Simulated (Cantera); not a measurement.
FeS + H2S + CO2 (roasting and sulfation)

Feed: 1 mol FeS, 1.4 mol H2S, 1.2 mol CO2, held at 1 atm.

Method: chemical equilibrium by Gibbs-energy minimisation in Cantera with the NASA 1993 tables (ideal gas, pure condensed phases). Candidate condensed phases: C, C6H6, C7H8, C8H18, Fe, Fe(CO)5, FeO, Fe(OH)2, Fe(OH)3, FeS, FeSO4, FeS2, Fe2O3, Fe2(SO4)3, Fe3O4, H2O, H2SO4, S; 127 gas species. FeS: taken at fixed stoichiometry. Gases not in the tables: S3 to S7. The numbers say what is thermodynamically allowed, not how fast it happens.

| T (°C) | x H2S | x CO2 | x H2O | x CO | x S2 | x H2 | x COS | n FeS(s) |
|---|---|---|---|---|---|---|---|---|
| 850 | 0.348 | 0.310 | 0.123 | 0.0919 | 0.0622 | 0.0334 | 0.0303 | 1.00 |
| 875 | 0.333 | 0.299 | 0.131 | 0.101 | 0.0689 | 0.0375 | 0.0285 | 1.00 |
| 900 | 0.318 | 0.288 | 0.138 | 0.111 | 0.0756 | 0.0418 | 0.0268 | 1.00 |
| 925 | 0.302 | 0.277 | 0.145 | 0.120 | 0.0824 | 0.0462 | 0.0250 | 1.00 |
| 950 | 0.287 | 0.267 | 0.153 | 0.129 | 0.0890 | 0.0507 | 0.0233 | 1.00 |
| 975 | 0.271 | 0.256 | 0.160 | 0.138 | 0.0956 | 0.0554 | 0.0217 | 1.00 |
| 1000 | 0.256 | 0.246 | 0.166 | 0.147 | 0.102 | 0.0601 | 0.0201 | 1.00 |
| 1025 | 0.241 | 0.236 | 0.173 | 0.156 | 0.108 | 0.0648 | 0.0187 | 1.00 |
| 1050 | 0.227 | 0.227 | 0.179 | 0.164 | 0.114 | 0.0695 | 0.0173 | 1.00 |
| 1075 | 0.213 | 0.218 | 0.185 | 0.171 | 0.120 | 0.0742 | 0.0160 | 1.00 |
| 1100 | 0.200 | 0.209 | 0.190 | 0.179 | 0.125 | 0.0789 | 0.0147 | 1.00 |
| 1125 | 0.187 | 0.201 | 0.195 | 0.185 | 0.131 | 0.0834 | 0.0136 | 1.00 |
| 1150 | 0.175 | 0.193 | 0.200 | 0.192 | 0.135 | 0.0879 | 0.0126 | 1.00 |
| 1175 | 0.164 | 0.185 | 0.204 | 0.198 | 0.140 | 0.0922 | 0.0116 | 1.00 |
x: gas mole fraction; n: condensed amount in mol.

From 850 °C to 1175 °C the condensed part is FeS(s).
